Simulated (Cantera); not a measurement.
What does this Cantera script print?

```python
import numpy as np
import cantera as ct

gas_names = """
    Br Br2 H HBr H2 Si SiBr SiBr2 SiBr3 SiBr4 SiH SiHBr3 SiH2 SiH2Br2 SiH3 SiH3Br SiH4 Si2 Si3
""".split()
cond_names = """
    Br2(cr) Br2(L) Si(cr) Si(L)
""".split()


# ... load() reads the species with a 1 bar reference pressure and builds the phases ...
atoms = {
    'Si': {'Si': 1},
    'HBr': {'H': 1, 'Br': 1},
    'H2': {'H': 2},
}
top_T = {}  # K; cautious upper limits of use, not melting points


# ... equilibrate(T, P, feed) seeds the gas with the atoms and calls Mixture.equilibrate('TP', solver="vcs", rtol=1e-11, max_steps=5000) ...
results = []
feed = {'Si': 1, 'HBr': 22, 'H2': 0.87}  # mol
T = 1275  # K
P = 100000  # Pa
mix = equilibrate(T, P, feed)
results.append((T, P, feed, dict(zip(mix.species_names, mix.species_moles))))
print(gas.report(threshold=0.0001))
for i in range(1, mix.n_phases):
    print(f"{mix.phase(i).name:16s} {mix.phase_moles(i):12.5e} mol")
```

Result:

```
       temperature   1275 K
          pressure   1e+05 Pa
           density   0.78039 kg/m^3
  mean mol. weight   82.728 kg/kmol
   phase of matter   gas

                          1 kg             1 kmol
                     ---------------   ---------------
          enthalpy       -1.8529e+05       -1.5329e+07  J
   internal energy       -3.1343e+05        -2.593e+07  J
           entropy            3044.3        2.5185e+05  J/K
    Gibbs function       -4.0667e+06       -3.3643e+08  J
 heat capacity c_p            444.72             36791  J/K
 heat capacity c_v            344.22             28477  J/K

                      mass frac. Y      mole frac. X     chem. pot. / RT
                     ---------------   ---------------   ---------------
                Br        0.00044188         0.0004575           -19.913
               HBr           0.80458           0.82264               -30
                H2          0.003196           0.13115           -20.174
             SiBr3        0.00058163        0.00017968           -76.503
             SiBr4           0.19047          0.045318           -96.416
            SiHBr3        0.00057616        0.00017732            -86.59
     [  +13 minor]        0.00015112        7.2583e-05

Br2(L)            0.00000e+00 mol
Si(cr)            0.00000e+00 mol
```

These are equilibrium values from Cantera (NASA tables, ideal gas, pure condensed phases), not measurements of a reactor. The tables' values for SiBr3 are old estimates; treat these amounts as uncertain.
